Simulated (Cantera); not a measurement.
# Adiabatic ignition

An adiabatic, constant-pressure homogeneous reactor starts with CH3OH : O2 : N2 = 1 : 3.85 : 20.4 (molar parts), equivalence ratio 0.39, at 1650 K and 21.0 bar.

Cantera simulation using GRI-Mech 3.0 (53 species, 325 reactions); the numbers are that mechanism's predictions, not measurements. GRI-Mech 3.0 was tuned for natural gas; its chemistry of methanol as a main component is partial and can be far from experiment. The pressure lies above the range GRI-Mech 3.0 was tuned for (to about 10 atm).

```csv
t (s),T (K),x CH3OH,x O2,x NO2,x HCN,x H2O2
3.00e-6,1655,0.0363,0.150,2.63e-12,1.07e-11,9.75e-5
6.83e-6,1765,0.0139,0.134,2.39e-10,2.12e-10,0.000252
1.55e-5,2279,<1e-12,0.0918,1.23e-7,5.87e-12,6.33e-7
3.54e-5,2319,<1e-12,0.0906,1.25e-7,<1e-12,4.91e-7
8.05e-5,2321,<1e-12,0.0905,2.16e-7,<1e-12,4.89e-7
0.000183,2320,<1e-12,0.0905,4.31e-7,<1e-12,4.89e-7
0.000417,2320,<1e-12,0.0904,9.17e-7,<1e-12,4.88e-7
0.000949,2319,<1e-12,0.0903,2.00e-6,<1e-12,4.87e-7
0.00216,2318,<1e-12,0.0899,4.36e-6,<1e-12,4.84e-7
0.00491,2315,<1e-12,0.0892,9.16e-6,<1e-12,4.78e-7
0.0112,2309,<1e-12,0.0879,1.74e-5,<1e-12,4.69e-7
0.0255,2303,<1e-12,0.0865,2.71e-5,<1e-12,4.57e-7
0.0579,2299,<1e-12,0.0857,3.22e-5,<1e-12,4.52e-7
0.132,2299,<1e-12,0.0856,3.27e-5,<1e-12,4.51e-7
0.300,2299,<1e-12,0.0856,3.27e-5,<1e-12,4.51e-7
```
x: mole fraction; the columns are a selection and need not sum to one.

time of steepest temperature rise: 8.83 µs
temperature at 0.300 s: 2299 K
equilibrium temperature: 2299 K
x(CH3OH) at 0.300 s: <1e-12 (gas-phase equilibrium <1e-12)
x(O2) at 0.300 s: 0.0856 (gas-phase equilibrium 0.0856)
x(NO2) at 0.300 s: 3.27e-5 (gas-phase equilibrium 3.27e-5)
